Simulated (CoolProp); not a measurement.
Vapour-liquid equilibrium of acetone (1) + dimethyl carbonate (2) at 445.8 K; x and y are mole fractions of (1).

Model: multi-fluid Helmholtz-energy mixture model, Lemmon 2006 and Zhou 2011; pair parameters Bell 2016, in CoolProp.

```tsv
x	bubble pressure, mixture model (MPa)	bubble pressure, Raoult's law (MPa)	y, mixture model	y, Raoult's law
0.05	0.8560	0.8535	0.096	0.102
0.125	0.9269	0.9237	0.218	0.236
0.2	(withheld)	0.9939	0.322	0.351
0.275	(withheld)	1.064	0.413	0.450
0.35	1.128	1.134	(withheld)	0.538
0.425	1.194	1.204	0.568	0.615
0.5	1.260	1.275	0.637	0.684
0.575	1.327	1.345	0.701	0.745
0.65	1.396	1.415	0.761	0.800
0.725	1.466	1.485	(withheld)	0.851
0.8	1.538	1.555	0.871	0.896
0.875	1.613	1.626	0.921	0.938
0.95	1.690	1.696	0.969	0.976
```

Question: Fill in the missing entries.

Answer: 
- 0.2, bubble pressure, mixture model (MPa): 0.9951
- 0.275, bubble pressure, mixture model (MPa): 1.062
- 0.35, y, mixture model: 0.494
- 0.725, y, mixture model: 0.817

The largest gap from Raoult's law is -1.3 % in bubble pressure, at x = 0.65. No azeotrope shows between x = 0.05 and 0.95.

The pair parameters rest on a limited set of measurements; away from them the model extrapolates.
